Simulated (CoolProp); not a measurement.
Vapour-liquid equilibrium of carbonyl sulfide (1) + propane (2) at 1.35 MPa; x and y are mole fractions of (1).

The numbers come from the multi-fluid Helmholtz-energy mixture model, Lemmon 2006 and Lemmon 2009; pair parameters Bell 2016 in CoolProp.

```csv
x,"bubble temperature, mixture model (°C)","bubble temperature, Raoult's law (°C)","y, mixture model","y, Raoult's law"
0.05,38.5,38.7,[?],0.066
0.125,37.2,37.6,0.155,0.160
0.2,36.1,36.6,0.240,0.250
0.275,35.1,35.6,0.322,0.336
0.35,34.2,34.6,[?],0.419
0.425,33.3,33.7,0.476,0.497
0.5,32.5,32.8,0.550,0.573
0.575,[?],31.9,0.623,0.645
0.65,30.9,31.0,0.694,0.713
0.725,30.1,30.1,0.764,0.780
0.8,29.3,29.3,[?],0.843
0.875,28.5,28.5,0.897,0.904
0.95,27.7,27.6,0.960,0.962
```

**Question.** Fill in the missing entries.

**Answer.** 
- 0.05, y, mixture model: 0.064
- 0.35, y, mixture model: 0.400
- 0.575, bubble temperature, mixture model (°C): 31.7
- 0.8, y, mixture model: 0.832

The largest gap from Raoult's law is -0.5 K in bubble temperature, at x = 0.275. No azeotrope shows between x = 0.05 and 0.95.

The pair parameters rest on a limited set of measurements; away from them the model extrapolates.
